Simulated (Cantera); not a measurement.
**Adiabatic ignition**

An adiabatic, constant-pressure homogeneous reactor starts with 17.8 % H2, 16.8 % O2, 63.2 % N2, 2.14 % H2O, equivalence ratio 0.53, at 1200 K and 94000 Pa.

Computed with Cantera and the H2/O2 subset of GRI-Mech 3.0, which has no nitrogen chemistry.

```json
[
 {"t (s)": "4.00e-6", "T (K)": "1200", "x H2": "0.178", "x O2": "0.168", "x H2O": "0.0214", "x H2O2": "1.75e-11", "x O": "2.19e-9"},
 {"t (s)": "1.14e-5", "T (K)": "1200", "x H2": "0.178", "x O2": "0.168", "x H2O": "0.0214", "x H2O2": "2.13e-10", "x O": "3.30e-8"},
 {"t (s)": "3.24e-5", "T (K)": "1200", "x H2": "0.178", "x O2": "0.168", "x H2O": "0.0216", "x H2O2": "1.13e-7", "x O": "2.55e-5"},
 {"t (s)": "9.24e-5", "T (K)": "2041", "x H2": "0.0145", "x O2": "0.0822", "x H2O": "0.180", "x H2O2": "4.79e-7", "x O": "0.0153"},
 {"t (s)": "0.000263", "T (K)": "2325", "x H2": "0.00439", "x O2": "0.0827", "x H2O": "0.204", "x H2O2": "2.51e-7", "x O": "0.00423"},
 {"t (s)": "0.000750", "T (K)": "2374", "x H2": "0.00237", "x O2": "0.0836", "x H2O": "0.209", "x H2O2": "3.10e-7", "x O": "0.00228"},
 {"t (s)": "0.00213", "T (K)": "2374", "x H2": "0.00235", "x O2": "0.0836", "x H2O": "0.210", "x H2O2": "3.11e-7", "x O": "0.00226"},
 {"t (s)": "0.00608", "T (K)": "2374", "x H2": "0.00235", "x O2": "0.0836", "x H2O": "0.210", "x H2O2": "3.11e-7", "x O": "0.00226"},
 {"t (s)": "0.0173", "T (K)": "2374", "x H2": "0.00235", "x O2": "0.0836", "x H2O": "0.210", "x H2O2": "3.11e-7", "x O": "0.00226"},
 {"t (s)": "0.0493", "T (K)": "2374", "x H2": "0.00235", "x O2": "0.0836", "x H2O": "0.210", "x H2O2": "3.11e-7", "x O": "0.00226"},
 {"t (s)": "0.140", "T (K)": "2374", "x H2": "0.00235", "x O2": "0.0836", "x H2O": "0.210", "x H2O2": "3.11e-7", "x O": "0.00226"},
 {"t (s)": "0.400", "T (K)": "2374", "x H2": "0.00235", "x O2": "0.0836", "x H2O": "0.210", "x H2O2": "3.11e-7", "x O": "0.00226"}
]
```
x: mole fraction; the columns are a selection and need not sum to one.

```json
{
  "time_of_steepest_temperature_rise": "52.5 µs",
  "temperature at 0.400 s": "2374 K",
  "equilibrium_temperature": "2374 K",
  "x(H2) at 0.400 s": "0.00235 (gas-phase equilibrium 0.00235)",
  "x(O2) at 0.400 s": "0.0836 (gas-phase equilibrium 0.0836)",
  "x(H2O) at 0.400 s": "0.210 (gas-phase equilibrium 0.210)"
}
```
